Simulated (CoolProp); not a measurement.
Saturation properties of CH2F2 (R32) (Tc = 78.1 °C, pc = 5783 kPa, ω = 0.277).

Computed with CoolProp (reference Helmholtz-energy equation of state, Tillner-Roth 1997).

| T (°C) | p (kPa) | enthalpy of vaporisation (kJ/kg) | liquid cp (kJ/(kg K)) | liquid viscosity (µPa s) |
|---|---|---|---|---|
| -37.15 | 201.5 | 365.5 | 1.614 | 245 |
| -32.25 | 249.0 | 359.6 | 1.625 | 230 |
| -27.35 | 304.6 | 353.5 | 1.638 | 216 |
| -22.45 | 369.5 | 347.3 | 1.653 | 202 |
| -17.55 | 444.6 | 340.8 | 1.669 | 190 |
| -12.65 | 530.9 | 334.0 | 1.687 | 179 |
| -7.75 | 629.5 | 327.0 | 1.708 | 168 |
| -2.85 | 741.4 | 319.7 | 1.730 | 158 |
| 2.05 | 867.8 | 312.1 | 1.756 | 149 |

It boils at -51.7 °C under 1 atm.

Viscosity comes from a separate model (Bell 2016), an estimate that may be off by 10 % or more.
